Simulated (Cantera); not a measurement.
Charge: 1 mol Si3N4, 6.3 mol O2, 4.3 mol H2, at 925 K and 0.920 bar.

Method: chemical equilibrium by Gibbs-energy minimisation in Cantera with the NASA 1993 tables (ideal gas, pure condensed phases). Candidate condensed phases: H2O, Si, SiO2, Si2N2O, Si3N4; 35 gas species. Kinetics and transport are ignored.

Base state: H2O 0.577, N2 0.268, O2 0.154 (mole fractions); condensed: SiO2(β-quartz).

### Question
What changes in the equilibrium state with this change: O2 from 6.3 to 3.4 mol?

### Answer
```tsv
species	before	after
H2	<1e-9	0.555
N2	0.268	0.317
H2O	0.577	0.127
O2	0.154	<1e-9
NH3	<1e-9	0.000213
SiO2(β-quartz), mol	3.00	3.00
```
